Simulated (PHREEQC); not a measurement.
Make-up at 70 °C: 2.9 mmol/kgw HNO3, 0.82 mmol/kgw AlCl3 and 0.047 mmol/kgw MnSO4. Closed to the air; pH follows from the charge balance.

All values are PHREEQC results (ion-association model, phreeqc.dat), not measurements.

- pH: 2.57
- ionic strength: 0.00780 mol/kgw
- specific conductance: 3190 µS/cm
- total alkalinity: -2.90 meq/kg

```
species    molality  activity   log γ
---------  --------  --------  ------
H+          0.00292   0.00267  -0.039
NO3-        0.00290   0.00261  -0.045
Cl-         0.00246   0.00222  -0.044
Al+3       0.000770  0.000344  -0.350
Mn+2        4.66e-5   3.17e-5  -0.167
AlOH+2      2.75e-5   1.86e-5  -0.170
AlSO4+      2.14e-5   1.93e-5  -0.043
SO4-2       1.59e-5   1.07e-5  -0.172
HSO4-       9.52e-6   8.61e-6  -0.044
Al(OH)2+    1.24e-6   1.12e-6  -0.042
MnCl+       3.16e-7   2.86e-7  -0.043
MnSO4       1.27e-7   1.27e-7   0.001
AlHSO4+2    1.28e-8   8.53e-9  -0.176
Al(SO4)2-   8.69e-9   7.87e-9  -0.043
```

Precipitation was switched off in this run. At this temperature some constants are extrapolated from 25 °C, and those without enthalpy data are left unchanged.
